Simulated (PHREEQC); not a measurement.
1 kg of water holding 0.015 mol/kgw Na2CO3 and 0.15 mol/kgw NaHCO3 is evaporated at 25 °C; the solids stay in contact with the brine. CO2 is held at log p = -3.4 (atm). Solids allowed: Nahcolite, Natron, Trona. Others were left out.

Equilibrium calculation in PHREEQC: Pitzer model, pitzer.dat.

Question: Predict ionic strength, Na in solution (mol/kgw), C in solution (mol/kgw) at water left (kg) = 0.6764, 0.2093, 0.03051, 0.01633.

Answer: 
```json
[
 {"water left (kg)": "0.6764", "ionic strength": "0.363", "Na in solution (mol/kgw)": "0.266", "C in solution (mol/kgw)": "0.169"},
 {"water left (kg)": "0.2093", "ionic strength": "1.22", "Na in solution (mol/kgw)": "0.860", "C in solution (mol/kgw)": "0.498"},
 {"water left (kg)": "0.03051", "ionic strength": "8.61", "Na in solution (mol/kgw)": "5.90", "C in solution (mol/kgw)": "3.19"},
 {"water left (kg)": "0.01633", "ionic strength": "8.85", "Na in solution (mol/kgw)": "6.07", "C in solution (mol/kgw)": "3.29"}
]
```

Complexes and solids missing from the database can't appear.
